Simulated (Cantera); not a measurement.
A closed system holds: 1 mol AlN, 28 mol HCl, 15 mol H2, held at 1525 K and 0.100 bar.

Method: chemical equilibrium by Gibbs-energy minimisation in Cantera with the NASA 1993 tables (ideal gas, pure condensed phases). Candidate condensed phases: Al, AlCl3, AlN, NH4Cl; 20 gas species. The tables' values for AlCl2 are old estimates; treat these amounts as uncertain. Rates play no part.

Base state: HCl 0.581, H2 0.384, AlCl3 0.0230, N2 0.0116, AlCl2 0.000218, Cl 5.63e-5, H 4.63e-5, AlCl 1.46e-5 (mole fractions); condensed: gas only.

**Question.** What changes in the equilibrium state with this change: HCl from 28 to 4.1 mol?

**Answer.** 
| species | before | after |
|---|---|---|
| H2 | 0.384 | 0.851 |
| HCl | 0.581 | 0.0704 |
| AlCl3 | 0.0230 | 0.0429 |
| N2 | 0.0116 | 0.0260 |
| AlCl | 1.46e-5 | 0.00413 |
| AlCl2 | 0.000218 | 0.00500 |
| Cl | 5.63e-5 | 4.58e-6 |
| H | 4.63e-5 | 6.90e-5 |
